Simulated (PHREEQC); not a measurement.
## Copper plating or etch bath

Dissolve 0.0015 mol Cu(NO3)2, 0.00044 mol H2SO4 and 0.00023 mol FeCl3 per kg of water at 25 °C. Closed to the air; pH follows from the charge balance.

Equilibrium calculation in PHREEQC: ion-association model, phreeqc.dat.

The pH is 3.01 and the ionic strength is 0.00636 mol/kgw. The total alkalinity is -1.34 meq/kg.

```json
[
 {"species": "NO3-", "molality": "0.00300", "activity": "0.00275", "log γ": "-0.038"},
 {"species": "Cu+2", "molality": "0.00145", "activity": "0.00105", "log γ": "-0.141"},
 {"species": "H+", "molality": "0.00105", "activity": "0.000976", "log γ": "-0.033"},
 {"species": "Cl-", "molality": "0.000688", "activity": "0.000632", "log γ": "-0.037"},
 {"species": "SO4-2", "molality": "0.000327", "activity": "0.000234", "log γ": "-0.144"},
 {"species": "FeOH+2", "molality": "0.000128", "activity": "9.17e-5", "log γ": "-0.144"},
 {"species": "CuSO4", "molality": "5.01e-5", "activity": "5.01e-5", "log γ": "0.001"},
 {"species": "FeSO4+", "molality": "3.87e-5", "activity": "3.56e-5", "log γ": "-0.036"},
 {"species": "Fe(OH)2+", "molality": "3.38e-5", "activity": "3.11e-5", "log γ": "-0.036"}
]
```

No solid was allowed to form. Examples of supersaturated solids here: Hematite (slow to form), Goethite (slow to form). Others may be too. Complexes and solids missing from the database can't appear.
